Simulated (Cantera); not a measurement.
**Equilibrium for sublimation and decomposition of ceramics: Si3N4 + C + H2**

Charge: 1 mol Si3N4, 0.91 mol C, 0.27 mol H2, equilibrated at 100000 Pa.

Cantera equilibrium calculation (NASA polynomials, part measured and part estimated; ideal gas, pure solids and liquids). Candidate condensed phases: C, C6H6, C7H8, C8H18, Si, SiC, Si3N4; 105 gas species. Mutual solubility and eutectic melting of coexisting phases are not modelled. Kinetics and transport are ignored.

```tsv
T (K)	log p N2	log p H2	log p HCN	log p CH4	log p H	log p HNC	n C(graphite)	n SiC(s)	n Si3N4(s)
1625	-0.43	-0.20	-2.94	-3.24	-4.25	-4.55	0.667	0.242	0.919
1675	-0.18	-0.47	-2.82	-3.86	-4.17	-4.37	0.124	0.784	0.739
1725	-0.16	-0.51	-2.85	-4.17	-3.99	-4.35	0	0.909	0.697
1775	-0.16	-0.51	-2.89	-4.39	-3.79	-4.33	0	0.909	0.697
1825	-0.16	-0.51	-2.92	-4.60	-3.61	-4.32	0	0.909	0.697
1875	-0.16	-0.51	-2.95	-4.79	-3.44	-4.30	0	0.909	0.697
1925	-0.16	-0.51	-2.98	-4.98	-3.28	-4.28	0	0.909	0.697
```
log p: log10 of the partial pressure in bar; n: condensed amount in mol.

From 1625 K to 1675 K the condensed part is C(graphite) + SiC(s) + Si3N4(s). From 1725 K to 1925 K the condensed part is SiC(s) + Si3N4(s). The main Si-bearing gas is SiH2 throughout.
